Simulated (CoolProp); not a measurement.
Vapour-liquid equilibrium of propylene (1) + R142b (2) at 0.47 MPa; x and y are mole fractions of (1).

Computed with CoolProp (multi-fluid Helmholtz-energy mixture model, Lemmon 2013 and Lemmon 2006; pair parameters Bell 2016).

```tsv
x	bubble temperature, mixture model (K)	bubble temperature, Raoult's law (K)	y, mixture model	y, Raoult's law
0.05	305.3	305.6	0.142	0.147
0.2	294.6	295.9	0.458	0.464
0.35	286.2	288.0	0.653	0.662
0.5	279.8	281.5	0.775	0.792
0.65	274.8	276.1	0.859	0.880
0.8	270.8	271.4	0.924	0.942
0.95	267.2	267.3	0.981	0.988
```

The largest gap from Raoult's law is -1.8 K in bubble temperature, at x = 0.35. No azeotrope shows between x = 0.05 and 0.95.

Pair parameters are fitted to limited data, so mixtures are less certain than the pure fluids.
